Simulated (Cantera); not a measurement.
## Ignition delay

Mixture: CH4 : O2 : N2 : H2O = 1 : 0.909 : 3.42 : 0.45 (molar parts), at 41000 Pa, adiabatic and at constant pressure. Ignition delay is the time to a rise of 400 K.

Cantera simulation using GRI-Mech 3.0 (53 species, 325 reactions); the numbers are that mechanism's predictions, not measurements.

```
T0 (K)  delay (ms)
------  ----------
1300          46.0
1375          17.2
1450          6.87
1525          2.97
1600          1.41
1675         0.734
1750         0.416
```

| Item | Value |
|---|---|
| apparent activation energy between 1600 and 1750 K | 190 kJ/mol |
